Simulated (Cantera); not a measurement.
A closed system holds: 1 mol HMDSO, 7.8 mol CO2, 12 mol N2, held at 1025 K and 0.550 bar.

Cantera equilibrium calculation (NASA polynomials, part measured and part estimated; ideal gas, pure solids and liquids). Candidate condensed phases: C, C6H6, C7H8, C8H18, H2O, Si, SiC, SiO2, Si2N2O, Si3N4; 151 gas species. The feed counts by its element totals alone. The numbers say what is thermodynamically allowed, not how fast it happens.

Base state: N2 0.370, CO 0.334, H2 0.260, CO2 0.0211, H2O 0.0126, CH4 0.00272, NH3 2.19e-5 (mole fractions); condensed: C(graphite) + SiO2(β-quartz).

Q: What changes in the equilibrium state with this change: pressure from 0.550 bar to 0.00100 bar?

A: 
```csv
species,before,after
CO,0.334,0.375
N2,0.370,0.357
H2,0.260,0.268
CO2,0.0211,4.84e-5
H2O,0.0126,2.66e-5
NH3,2.19e-5,4.10e-8
CH4,0.00272,5.27e-6
"C(graphite), mol",2.21,1.20
"SiO2(β-quartz), mol",2.00,2.00
```

Q: What changes in the equilibrium state with this change: pressure from 0.550 bar to 0.0480 bar?

A: 
```tsv
species	before	after
CO	0.334	0.371
N2	0.370	0.358
H2	0.260	0.267
CO2	0.0211	0.00227
H2O	0.0126	0.00126
NH3	2.19e-5	1.96e-6
CH4	0.00272	0.000252
C(graphite), mol	2.21	1.31
SiO2(β-quartz), mol	2.00	2.00
```

Q: What changes in the equilibrium state with this change: temperature from 1025 K to 1325 K?

A: 
```csv
species,before,after
CO,0.334,0.374
N2,0.370,0.357
H2,0.260,0.267
CO2,0.0211,0.000298
H2O,0.0126,0.000396
HCN,2.38e-6,8.06e-5
CH4,0.00272,0.000264
"C(graphite), mol",2.21,1.21
"SiO2(β-quartz), mol",2.00,2.00
```
The tables hold silica as quartz up to 1696 K and as liquid above; real silica turns to tridymite and cristobalite and melts near 1996 K.
